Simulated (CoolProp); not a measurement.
The fluid at 293.15 K and 5.09 MPa is throttled through a valve to 2.05 MPa with no heat exchange. The same conditions are run with several fluids, on thermodynamics alone (safety and materials aside).

Values from CoolProp's reference Helmholtz-energy equation of state of each fluid (methane: Setzmann 1991; ethylene: Smukala 2000; CF4 (R14): Platzer 1990; C2F6 (R116): Lemmon 2006; oxygen: Schmidt 1985). The equations of Platzer and Polt are older, rougher fits.

Q: Rank methane, ethylene, CF4 (R14), C2F6 (R116), oxygen by temperature change (K), highest first.

A: oxygen (-8.0), methane (-13.7), C2F6 (R116) (-15.9), CF4 (R14) (-18.6), ethylene (-45.9)

| fluid | final phase | final density (kg/m³) |
|---|---|---|
| methane | gas | 14.8 |
| ethylene | gas | 37.9 |
| CF4 (R14) | gas | 88.2 |
| C2F6 (R116) | two-phase, vapour fraction 0.296 | 480 |
| oxygen | gas | 28.1 |
